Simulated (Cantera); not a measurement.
A Cantera script and what it prints.

```python
import numpy as np
import cantera as ct

gas_names = [...]  # 118 gases of nasa_gas.yaml made of C, Cl, F, H
cond_names = """
    C(gr) C6H6(L) C7H8(L) C8H18(L),n-octa
""".split()


# ... load() reads the species with a 1 bar reference pressure and builds the phases ...
atoms = {
    'CH2F2': {'C': 1, 'H': 2, 'F': 2},
    'HCl': {'H': 1, 'CL': 1},
    'H2': {'H': 2},
}
top_T = {'C(gr)': 4500}  # K; cautious upper limits of use, not melting points


# ... equilibrate(T, P, feed) seeds the gas with the atoms and calls Mixture.equilibrate('TP', solver="vcs", rtol=1e-11, max_steps=5000) ...
results = []
feed = {'CH2F2': 1, 'HCl': 0.54, 'H2': 7.7}  # mol
T = 2498.15  # K
P = 20000  # Pa
mix = equilibrate(T, P, feed)
results.append((T, P, feed, dict(zip(mix.species_names, mix.species_moles))))
x = sorted(zip(gas.X, gas.species_names), reverse=True)
print(f"T = {T:g} K  P = {P:g} Pa  gas = {mix.phase_moles(0):.4g} mol")
print("   x: " + "  ".join(f"{s} {v:.3e}" for v, s in x if v > 1e-05))
print("   condensed (mol): " + ("  ".join(f"{mix.phase(i).name} {mix.phase_moles(i):.4g}"
      for i in range(1, mix.n_phases) if mix.phase_moles(i) > 1e-12) or "none"))
```

Output:

```
T = 2498.15 K  P = 20000 Pa  gas = 10.5 mol
   x: H2 7.036e-01  HF 1.905e-01  HCL 4.912e-02  H 4.677e-02  C2H2,acetylene 7.552e-03  CL 2.308e-03  C2H 3.591e-05  C4H2 3.348e-05  F 2.633e-05  CH3 1.782e-05  CH4 1.490e-05
   condensed (mol): C(gr) 0.8385
```

Cantera equilibrium calculation (NASA polynomials, part measured and part estimated; ideal gas, pure solids and liquids).
